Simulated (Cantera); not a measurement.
Charge: 1 mol Si, 0.53 mol Cl2, 1.1 mol H2, 6 mol HCl, held at 1.00 bar.

Method: chemical equilibrium by Gibbs-energy minimisation in Cantera with the NASA 1993 tables (ideal gas, pure condensed phases). Candidate condensed phases: Si; 19 gas species. The tables' values for SiCl3 are old estimates; treat these amounts as uncertain. Equilibrium is a limit: real reactors are often held back by kinetics, nucleation or transport. All values below are at 1223 K.

Base state: HCl 0.466, H2 0.383, SiCl4 0.146, SiHCl3 0.00370, SiCl3 0.00108, SiCl2 6.32e-5, SiH2Cl2 1.25e-5 (mole fractions); condensed: gas only.

Task: What changes in the equilibrium state with this change: Cl2 from 0.53 to 1.3 mol?

Result: 
```tsv
species	before	after
HCl	0.466	0.624
H2	0.383	0.241
SiCl4	0.146	0.133
SiH2Cl2	1.25e-5	2.53e-6
SiCl2	6.32e-5	2.03e-5
```
